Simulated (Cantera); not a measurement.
# Ignition delay

Mixture: 4.78 % CH4, 0.907 % C2H6, 19.0 % O2, 71.6 % N2, 3.68 % H2, at 5100 Torr, adiabatic and at constant volume. Ignition delay is the time to a rise of 400 K.

Cantera simulation using GRI-Mech 3.0 (53 species, 325 reactions); the numbers are that mechanism's predictions, not measurements.

```csv
T0 (K),delay (ms)
1023,13.9
1073,4.66
1123,1.68
1173,0.658
1223,0.288
1273,0.144
1323,0.0814
```

The apparent activation energy between 1223 and 1323 K is 170 kJ/mol.
